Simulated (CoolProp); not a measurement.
Vapour-liquid equilibrium of n-hexane (1) + toluene (2) at 139.15 °C; x and y are mole fractions of (1).

Model: multi-fluid Helmholtz-energy mixture model, Thol 2019 and Lemmon 2006; pair parameters Bell 2016, in CoolProp.

Problem. Give the bubble pressure and the first vapour's composition at x = 0.575, 0.8, 0.95. Is there an azeotrope?

Solution. x = 0.575: 4.611 bar, y = 0.760; x = 0.8: 5.378 bar, y = 0.891; x = 0.95: 5.888 bar, y = 0.973. No azeotrope shows between x = 0.05 and 0.95.

Pair parameters are fitted to limited data, so mixtures are less certain than the pure fluids.
